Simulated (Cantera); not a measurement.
Feed: 1 mol SiO₂, 2.4 mol C, 0.39 mol N₂, equilibrated at 16.0 Pa.

Cantera equilibrium calculation (NASA polynomials, part measured and part estimated; ideal gas, pure solids and liquids). Candidate condensed phases: C, Si, SiC, SiO₂, Si₂N₂O, Si₃N₄; 34 gas species. The tables' values for SiN are old estimates; treat these amounts as uncertain. Equilibrium is a limit: real reactors are often held back by kinetics, nucleation or transport. All values below are at 2073 K.

Base state: CO 0.685, N₂ 0.143, Si 0.115, SiO 0.0508, Si₂C 0.00425, SiC₂ 0.000979, Si₂ 0.000262, SiN 0.000121 (mole fractions); condensed: SiC(s).

Question: What changes in the equilibrium state with this change: N₂ from 0.39 to 3.4 mol?

Answer: 
```json
[
 {"species": "N₂", "before": "0.143", "after": "0.578"},
 {"species": "CO", "before": "0.685", "after": "0.329"},
 {"species": "Si", "before": "0.115", "after": "0.0779"},
 {"species": "SiO", "before": "0.0508", "after": "0.0111"},
 {"species": "Si₃", "before": "1.00e-5", "after": "3.09e-6"},
 {"species": "CN", "before": "1.63e-5", "after": "4.84e-5"},
 {"species": "SiC(s), mol", "before": "0.521", "after": "0.431"}
]
```
